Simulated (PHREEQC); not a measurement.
Dissolve 0.019 mol/kgw HCl and 0.56 mol/kgw MnSO4 at 25 °C. It is in equilibrium with CO2 at log p = 0 (atm). Otherwise closed; pH follows from the charge balance.

Computed with PHREEQC (ion-association model, phreeqc.dat).

| quantity | before | after |
|---|---|---|
| pH | 2.50 | 2.92 |
| ionic strength (mol/kgw) | 1.07 | 0.785 |
| SO4-2 (mol/kgw) | 0.256 | 0.184 |
| Cl- (mol/kgw) | 0.0157 | 0.0166 |
| HSO4- (mol/kgw) | 0.0148 | 0.0174 |
| (CO2)2 (mol/kgw) | 1.64e-5 | 9.18e-6 |

Q: Which change was made?
A) MnSO4 from 0.56 to 0.616 mol/kgw
B) temperature from 25 to 80 °C
C) temperature from 25 to 50 °C
D) diluted 10-fold with water
E) MnSO4 replaced by KHSO4 at the same molality

A: B, temperature from 25 to 80 °C

This is a speciation only: nothing precipitates in the calculation. The ionic strength passes 0.7 mol/kgw, the rough limit of the ion-association models, in every such run. At this temperature some constants are extrapolated from 25 °C, and those without enthalpy data are left unchanged.
